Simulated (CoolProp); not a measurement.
A simple Rankine cycle with n-octane: condensing at 326.15 K, boiler at 0.0356 MPa, turbine inlet 379.9 K, turbine efficiency 0.85, pump efficiency 0.8, no recuperator. Each further row changes one setting.

Model: reference Helmholtz-energy equation of state, Beckmüller 2019, in CoolProp.

| case | thermal efficiency (%) | net work (kJ/kg) | heat in (kJ/kg) | turbine exit temperature (K) | volume ratio over the turbine |
|---|---|---|---|---|---|
| as stated | ? | 34.4 | 447 | 361.5 | 4.47 |
| turbine inlet 399.9 K | ? | ? | 489 | 381.4 | 4.47 |
| condensing temperature 318.15 K | ? | 42.6 | 466 | 357.1 | 6.43 |
| boiler pressure 0.0249 MPa | ? | 26.7 | ? | 365.9 | ? |
| turbine efficiency 0.75 | 6.8 | 30.4 | 447 | 363.6 | ? |

Problem. Some entries are withheld; supply them.

Solution. 
- as stated, thermal efficiency (%): 7.7
- turbine inlet 399.9 K, thermal efficiency (%): 7.4
- turbine inlet 399.9 K, net work (kJ/kg): 36.4
- condensing temperature 318.15 K, thermal efficiency (%): 9.1
- boiler pressure 0.0249 MPa, thermal efficiency (%): 6.0
- boiler pressure 0.0249 MPa, heat in (kJ/kg): 448
- boiler pressure 0.0249 MPa, volume ratio over the turbine: 3.14
- turbine efficiency 0.75, volume ratio over the turbine: 4.50
